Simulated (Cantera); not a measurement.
An isothermal, constant-pressure homogeneous reactor starts with 88.5 % NH3, 11.5 % H2, at 2100 K and 0.0237 atm.

Computed with Cantera and the gas-phase N/H chemistry of the illustrative SiF4/NH3 mechanism in the Surface Chemkin manual (1991). Walls and surfaces, which speed up NH3 decomposition in real reactors, are not modelled.

x: mole fraction; the columns are a selection and need not sum to one.

```tsv
t (s)	x NH3	x H2	x H	x N2	x N2H2	x N
2.00e-6	0.885	0.115	7.76e-7	<1e-12	<1e-12	<1e-12
5.97e-6	0.885	0.115	1.24e-6	<1e-12	4.72e-12	<1e-12
1.78e-5	0.885	0.115	1.89e-6	1.05e-12	1.42e-10	<1e-12
5.32e-5	0.885	0.115	3.75e-6	2.23e-10	3.06e-9	9.40e-12
0.000159	0.885	0.115	9.30e-6	3.14e-8	4.75e-8	6.97e-10
0.000475	0.884	0.115	2.57e-5	2.77e-6	6.29e-7	[?]
0.00142	0.882	0.116	6.87e-5	0.000144	6.72e-6	[?]
0.00423	0.873	0.122	0.000108	0.00220	1.71e-5	[?]
0.0126	0.845	0.143	0.000127	0.00976	1.65e-5	[?]
0.0377	0.767	0.200	0.000179	0.0305	1.40e-5	[?]
0.113	0.586	0.333	0.000314	0.0786	9.25e-6	[?]
0.336	0.297	0.546	0.000626	0.155	3.68e-6	2.45e-6
1.00	0.0629	0.718	0.00133	0.218	5.69e-7	2.54e-6
3.00	0.000378	0.758	0.00775	0.234	2.08e-9	2.71e-6
```

Problem. Fill in the missing entries.

Solution. 
- 0.000475, x N: 2.86e-8
- 0.00142, x N: 4.25e-7
- 0.00423, x N: 1.11e-6
- 0.0126, x N: 1.26e-6
- 0.0377, x N: 1.56e-6
- 0.113, x N: 2.03e-6
